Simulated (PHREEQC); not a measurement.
1 kg of water holding 0.088 mol NaHCO3 and 0.026 mol NaCl is evaporated at 30 °C; the solids stay in contact with the brine. No CO2 enters from the air. Solids allowed: Halite, Nahcolite, Natron, Trona. Others were left out.

Equilibrium calculation in PHREEQC: Pitzer model, pitzer.dat.

Q: Predict ionic strength, Na in solution (mol/kgw) at water left (kg) = 0.4563, 0.1156.

A: 
```json
[
 {"water left (kg)": "0.4563", "ionic strength": "0.253", "Na in solution (mol/kgw)": "0.250"},
 {"water left (kg)": "0.1156", "ionic strength": "1.00", "Na in solution (mol/kgw)": "0.986"}
]
```

Species that the database lacks are ignored.
